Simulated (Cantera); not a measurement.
A Cantera script and what it prints.

```python
import numpy as np
import cantera as ct

gas_names = """
    Cr CrO CrO2 CrO3 H HO2 H2 H2O H2O2 O OH O2 O3
""".split()
cond_names = """
    Cr(cr) Cr(L) Cr2O3(s) Cr2O3(L) H2O(s) H2O(L)
""".split()


# ... load() reads the species with a 1 bar reference pressure and builds the phases ...
atoms = {
    'Cr': {'Cr': 1},
    'H2O': {'H': 2, 'O': 1},
    'H2': {'H': 2},
}
top_T = {}  # K; cautious upper limits of use, not melting points


# ... equilibrate(T, P, feed) seeds the gas with the atoms and calls Mixture.equilibrate('TP', solver="vcs", rtol=1e-11, max_steps=5000) ...
results = []
feed = {'Cr': 1, 'H2O': 0.011, 'H2': 60}  # mol
P = 1333.22  # Pa
for T in [1675, 1750, 1825, 1900, 1975, 2050, 2125, 2200, 2275, 2350, 2425, 2500, 2575]:
    mix = equilibrate(T, P, feed)
    results.append((T, P, feed, dict(zip(mix.species_names, mix.species_moles))))

top = {s: max(r[3][s] / sum(r[3][g] for g in gas_names) for r in results) for s in gas_names}
cols = sorted((s for s in top if top[s] > 0.001), key=lambda s: -top[s])[:9]
seen = [c for c in cond_names if any(r[3].get(c, 0) > 1e-12 for r in results)]
print("log10 of partial pressures in bar; condensed amounts in mol")
print(f"{'T/K':>10s}" + "".join(f"{s[:9]:>10s}" for s in cols + seen))
for T, P, feed, n in results:
    ng = sum(n[g] for g in gas_names)
    print(f"{T:10.4g}" + "".join(f"{np.log10(max(n[s] / ng * P / 1e5, 1e-99)):10.3f}" for s in cols)
          + "".join(f"{n.get(c, 0):10.4g}" for c in seen))
```

Result:

```
log10 of partial pressures in bar; condensed amounts in mol
       T/K        H2         H        Cr    Cr(cr)
      1675    -1.876    -4.873    -4.855    0.9371
      1750    -1.878    -4.572    -4.347    0.7966
      1825    -1.881    -4.297    -3.882    0.4027
      1900    -1.885    -4.043    -3.662         0
      1975    -1.888    -3.808    -3.663         0
      2050    -1.891    -3.590    -3.665         0
      2125    -1.896    -3.388    -3.667         0
      2200    -1.904    -3.201    -3.671         0
      2275    -1.914    -3.028    -3.676         0
      2350    -1.929    -2.869    -3.683         0
      2425    -1.950    -2.722    -3.693         0
      2500    -1.977    -2.588    -3.705         0
      2575    -2.012    -2.467    -3.720         0
```

These are equilibrium values from Cantera (NASA tables, ideal gas, pure condensed phases), not measurements of a reactor.
